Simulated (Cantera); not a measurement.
Input (Python, Cantera) and output of one run.

```python
import numpy as np
import cantera as ct

gas_names = """
    CL TiCL4 CCL4
""".split()
cond_names = """
    TiC(s) TiC(L)
""".split()


# ... load() reads the species with a 1 bar reference pressure and builds the phases ...
species = {s.name: s for s in load("nasa_gas.yaml", gas_names) + load("nasa_condensed.yaml", cond_names)}
# Each term lists the table entries of one substance; the one whose range holds T is used.
reactions = {
    '8 Cl(g) + TiC = TiCl4(g) + CCl4(g)':
        [(-8, ['CL']), (-1, ['TiC(s)', 'TiC(L)']), (1, ['TiCL4']), (1, ['CCL4'])],
}


def pick(names, T):
    return next(species[n] for n in names if species[n].thermo.min_temp <= T <= species[n].thermo.max_temp)


results = []
for label, terms in reactions.items():
    print(label)
    print("     T/K   dH/kJ  dS/(J/K)   dG/kJ   log10 K")
    for T in [350, 550, 750, 950, 1150, 1350, 1550, 1750, 1950]:
        used = [(nu, pick(names, T)) for nu, names in terms]
        dH = sum(nu * s.thermo.h(T) for nu, s in used) / 1e6
        dS = sum(nu * s.thermo.s(T) for nu, s in used) / 1e3
        dG = dH - T * dS / 1e3
        logK = -dG * 1e6 / (ct.gas_constant * T * np.log(10))
        results.append((label, T, dH, dS, dG, logK, [s.name for _, s in used]))
        print(f"{T:8g} {dH:8.1f} {dS:8.1f} {dG:8.1f} {logK:8.2f}")
```

Result:

```
8 Cl(g) + TiC = TiCl4(g) + CCl4(g)
     T/K   dH/kJ  dS/(J/K)   dG/kJ   log10 K
     350  -1646.8   -685.4  -1406.9   209.96
     550  -1652.3   -698.0  -1268.4   120.46
     750  -1657.3   -705.7  -1128.0    78.56
     950  -1661.3   -710.5   -986.4    54.23
    1150  -1664.7   -713.7   -843.9    38.33
    1350  -1667.8   -716.2   -700.9    27.12
    1550  -1670.7   -718.2   -557.5    18.79
    1750  -1673.5   -719.9   -413.7    12.35
    1950  -1676.3   -721.5   -269.5     7.22
```

Cantera with NASA thermochemical tables; ideal gases at 1 bar, condensed phases pure. TiC: taken at fixed stoichiometry. Condensed species are held in their standard states even where they would react or evaporate.
